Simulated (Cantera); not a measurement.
# Ignition delay

Mixture: 29.4 % H2, 14.8 % O2, 55.8 % N2, equivalence ratio 0.99, at 1.00 bar, adiabatic and at constant volume. Ignition delay is the time to a rise of 400 K.

Model: GRI-Mech 3.0 (53 species, 325 reactions), integrated in Cantera. Where the delays flatten at high temperature, the 400 K rule measures the pace of heat release, not the induction time.

```csv
T0 (K),delay (ms)
1300,0.0281
1375,0.0214
1450,0.0173
1525,0.0147
1600,0.0132
1675,0.0123
1750,0.0120
1825,0.0121
```
